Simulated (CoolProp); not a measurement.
Computed with CoolProp (reference Helmholtz-energy equation of state, Lemmon 2006). It is a short technical equation, of lower accuracy than the large ones.

### Question
For n-decane, give the phase and the Z, cp (kJ/(kg K)), isothermal compressibility (1/MPa), conductivity (mW/(m K)) at 300.9 K and 0.0828 MPa; 435.5 K and 1.08 MPa.

### Answer
- 300.9 K and 0.0828 MPa: liquid; Z 0.00650, cp 2.20, isothermal compressibility 0.00114, conductivity 129
- 435.5 K and 1.08 MPa: liquid; Z 0.0688, cp 2.75, isothermal compressibility 0.00336, conductivity 98.0

Thermal conductivity comes from a separate model (Huber 2005).
